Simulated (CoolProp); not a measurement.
Computed with CoolProp (reference Helmholtz-energy equation of state, de Reuck 1993).

For methanol, give the phase and the cv (kJ/(kg K)), Joule-Thomson coefficient (K/MPa), viscosity (µPa s), conductivity (mW/(m K)) at 542.7 K and 8.57 bar; 620 K and 8.57 bar.


- 542.7 K and 8.57 bar: gas; cv 1.80, Joule-Thomson coefficient 8.45, viscosity 17.8, conductivity 45.6
- 620 K and 8.57 bar: gas; cv 1.94, Joule-Thomson coefficient 3.60, viscosity 20.4, conductivity 57.0

Viscosity comes from a separate model (Xiang 2006). Thermal conductivity comes from a separate model (Sykioti 2013).
